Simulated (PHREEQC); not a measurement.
Polishing slurry liquid (model solution)

Dissolve 0.01 mol H2SO4, 0.0025 mol K2SO4 and 0.0017 mol CuSO4 per kg of water at 38 °C. Closed to the air; pH follows from the charge balance.

Computed with PHREEQC (ion-association model, phreeqc.dat).

Precipitation was switched off in this run.

### Question
Predict the pH.

### Answer
pH 1.93.

### Question
In which forms is Cu present?

### Answer
Cu+2 69 %, CuSO4 31 % of the Cu.

Species that the database lacks are ignored. At this temperature some constants are extrapolated from 25 °C, and those without enthalpy data are left unchanged.
